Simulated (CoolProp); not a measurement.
Properties of the fluoroketone C6F12O (FK-5-1-12) along the isobar 0.101 MPa (Tc = 441.8 K, pc = 1.869 MPa, ω = 0.471).

Computed with CoolProp (reference Helmholtz-energy equation of state, McLinden 2015).

```tsv
T (K)	phase	cp (kJ/(kg K))	fugacity coefficient
307.2	liquid	?	?
326.5	gas	?	0.9426
345.8	gas	0.9161	0.9537
365.1	gas	0.9317	0.9622
384.3	gas	?	0.9687
403.6	gas	0.9681	0.9738
422.9	gas	?	0.9779
442.2	gas	1.008	0.9813
461.4	gas	1.027	0.9840
480.7	gas	1.047	0.9862
500	gas	1.067	0.9881
```

Problem. What belongs in the gaps?

Solution. 
- 307.2, cp (kJ/(kg K)): 1.108
- 307.2, fugacity coefficient: 0.5552
- 326.5, cp (kJ/(kg K)): 0.9030
- 384.3, cp (kJ/(kg K)): 0.9492
- 422.9, cp (kJ/(kg K)): 0.9876
